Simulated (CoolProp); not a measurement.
Properties of ethanol at several states.

Values from CoolProp's reference Helmholtz-energy equation of state, Schroeder 2014.

| T (K) | p (kPa) | phase | speed of sound (m/s) | expansivity (1/kK) | viscosity (µPa s) | conductivity (mW/(m K)) | fugacity coefficient |
|---|---|---|---|---|---|---|---|
| 186.7 | 115 | liquid | 1583 | 1.051 | 24900 | 202 | 1.300e-6 |
| 424.3 | 3670 | liquid | 725.1 | 2.317 | 175 | 144 | 0.2547 |
| 367.8 | 2650 | liquid | 933.8 | 1.443 | 358 | 153 | 0.07048 |
| 545.8 | 10.6 | gas | 327.4 | 1.836 | 16.0 | 43.7 | 0.9996 |
| 459.7 | 12.7 | gas | 302.1 | 2.187 | 13.6 | 32.9 | 0.9990 |
| 533.3 | 11.4 | gas | 323.9 | 1.879 | 15.7 | 42.1 | 0.9995 |

Viscosity comes from a separate model (Kiselev 2005). Thermal conductivity comes from a separate model (Assael 2013).
